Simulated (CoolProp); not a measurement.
Properties of R245fa along the isobar 3.82 bar (Tc = 427.0 K, pc = 36.51 bar, ω = 0.378).

Computed with CoolProp (reference Helmholtz-energy equation of state, Akasaka 2015).

```csv
T (K),phase,density (kg/m³),speed of sound (m/s),Joule-Thomson coefficient (K/MPa),expansivity (1/kK),Prandtl number
323.5,liquid,1267,567.4,-0.1283,2.396,4.83
329,gas,20.85,135.0,23.81,4.553,0.708
334.5,gas,20.35,137.0,22.16,4.344,0.703
339.9,gas,19.89,138.9,20.70,4.162,0.699
345.4,gas,19.45,140.7,19.35,3.997,0.696
350.8,gas,19.04,142.4,18.15,3.851,0.692
356.3,gas,18.65,144.1,17.03,3.716,0.690
361.7,gas,18.28,145.7,16.03,3.596,0.687
367.2,gas,17.93,147.3,15.10,3.484,0.685
372.6,gas,17.60,148.8,14.26,3.382,0.683
378.1,gas,17.28,150.4,13.48,3.287,0.682
```

Viscosity comes from a separate model (Bell 2016), an estimate that may be off by 10 % or more. Thermal conductivity comes from a separate model (Huber 2003), an estimate that may be off by 10 % or more.
